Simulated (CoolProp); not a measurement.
Vapour pressure (MPa) of CH2F2 (R32): the reference equation beside estimates from Tc = 78.1 °C, pc = 5.783 MPa, ω = 0.277. Clausius-Clapeyron is anchored at -22.85 °C with a constant enthalpy of vaporisation of 18.09 kJ/mol.

The numbers come from the reference Helmholtz-energy equation of state, Tillner-Roth 1997 in CoolProp.

```tsv
T (°C)	reference	Lee-Kesler	Clausius-Clapeyron	van der Waals	Redlich-Kwong	Soave-Redlich-Kwong
-29.65	0.2774	0.2769	0.2854	1.103	0.4656	0.2768
-22.85	0.3639	0.3652	0.3639	1.269	0.5867	0.3649
-16.15	0.4681	0.4717	0.4564	1.447	0.7266	0.4715
-9.35	0.5959	0.6022	0.5678	1.644	0.8913	0.6025
-2.65	0.7463	0.7555	0.6965	1.854	1.078	0.7570
4.15	0.9268	0.9392	0.8484	2.084	1.293	0.9426
10.85	1.135	1.151	1.021	2.328	1.533	1.157
17.65	1.381	1.399	1.221	2.593	1.806	1.410
```

Absolute difference from the reference over all 8 rows, mean and median: Lee-Kesler 1.0 and 1.1 %, Clausius-Clapeyron 5.9 and 5.7 %, van der Waals 174.7 and 162.2 %, Redlich-Kwong 48.0 and 47.0 %, Soave-Redlich-Kwong 1.2 and 1.3 %.
